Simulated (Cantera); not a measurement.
Mixture: CH3OH : O2 : N2 : H2O = 1 : 1 : 3.76 : 0.2 (molar parts), equivalence ratio 1.5, at 16.8 atm, adiabatic and at constant pressure. Ignition delay is the time to a rise of 400 K.

Model: GRI-Mech 3.0 (53 species, 325 reactions), integrated in Cantera. GRI-Mech 3.0 was tuned for natural gas; its chemistry of methanol as a main component is partial and can be far from experiment. The pressure lies above the range GRI-Mech 3.0 was tuned for (to about 10 atm).

Question: What does this change do: pressure from 16.8 atm to 28.6 atm?

Answer: 
```tsv
quantity	before	after
delay at 1200 K	0.883 ms	0.624 ms
delay at 1275 K	0.267 ms	0.188 ms
delay at 1350 K	93.3 µs	65.1 µs
delay at 1425 K	37.2 µs	25.7 µs
delay at 1500 K	16.6 µs	11.4 µs
delay at 1575 K	8.23 µs	5.60 µs
delay at 1650 K	4.44 µs	2.99 µs
apparent activation energy between 1500 and 1650 K	180 kJ/mol	180 kJ/mol
```

Question: What does this change do: pressure from 16.8 atm to 1.00 atm?

Answer: 
| quantity | before | after |
|---|---|---|
| delay at 1200 K | 0.883 ms | 7.87 ms |
| delay at 1275 K | 0.267 ms | 2.47 ms |
| delay at 1350 K | 93.3 µs | 0.899 ms |
| delay at 1425 K | 37.2 µs | 0.374 ms |
| delay at 1500 K | 16.6 µs | 0.175 ms |
| delay at 1575 K | 8.23 µs | 90.1 µs |
| delay at 1650 K | 4.44 µs | 50.5 µs |
| apparent activation energy between 1500 and 1650 K | 180 kJ/mol | 170 kJ/mol |
